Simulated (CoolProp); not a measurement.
A closed Brayton cycle with carbon dioxide: compressor inlet 330.15 K and 8.2 MPa, high pressure 21.6 MPa, turbine inlet 695 K, compressor efficiency 0.85, turbine efficiency 0.85, recuperator effectiveness 0 (on enthalpy, no pinch check). Each further row changes one setting.

Computed with CoolProp (reference Helmholtz-energy equation of state, Span 1996).

| case | thermal efficiency (%) | net work (kJ/kg) | compressor to turbine work | compressor exit (K) | turbine exit (K) |
|---|---|---|---|---|---|
| as stated | ___ | 45.1 | 0.54 | 414.9 | 595.1 |
| turbine inlet 645 K | 11.6 | 36.3 | 0.59 | 414.9 | ___ |
| compressor inlet 340.15 K | ___ | ___ | 0.60 | ___ | 595.1 |
| high pressure 18.4 MPa | ___ | 40.4 | 0.51 | 400.4 | ___ |
| recuperator effectiveness 0.5 | ___ | 45.1 | 0.54 | 414.9 | 595.1 |

### Question
Complete the blanks.

### Answer

- as stated, thermal efficiency (%): 12.1
- turbine inlet 645 K, turbine exit (K): 548.6
- compressor inlet 340.15 K, thermal efficiency (%): 11.3
- compressor inlet 340.15 K, net work (kJ/kg): 39.5
- compressor inlet 340.15 K, compressor exit (K): 429.6
- high pressure 18.4 MPa, thermal efficiency (%): 10.4
- high pressure 18.4 MPa, turbine exit (K): 611.4
- recuperator effectiveness 0.5, thermal efficiency (%): 16.7
